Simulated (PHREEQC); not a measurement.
# Leach liquor: an equilibrium model

A solution holds 0.0029 mol/kgw HCl, 4.5e-05 mol/kgw Li2SO4 and 9.3e-05 mol/kgw NiSO4, at 70 °C. Closed to the air; pH follows from the charge balance.

All values are PHREEQC results (ion-association model, wateq4f.dat), not measurements.

pH: 2.57
ionic strength: 0.00329 mol/kgw
total alkalinity: -2.90 meq/kg

```csv
species,molality,activity,log γ
Cl-,0.00290,0.00271,-0.030
H+,0.00285,0.00267,-0.027
Ni+2,9.13e-5,6.94e-5,-0.119
Li+,9.00e-5,8.42e-5,-0.029
SO4-2,8.26e-5,6.31e-5,-0.117
HSO4-,5.42e-5,5.07e-5,-0.029
NiSO4,1.19e-6,1.19e-6,0.000
NiCl+,5.05e-7,4.72e-7,-0.030
LiSO4-,2.48e-8,2.32e-8,-0.029
NiCl2,4.63e-9,4.64e-9,0.000
```

This is a speciation only: nothing precipitates in the calculation. Constants without temperature data keep their 25 °C values here.
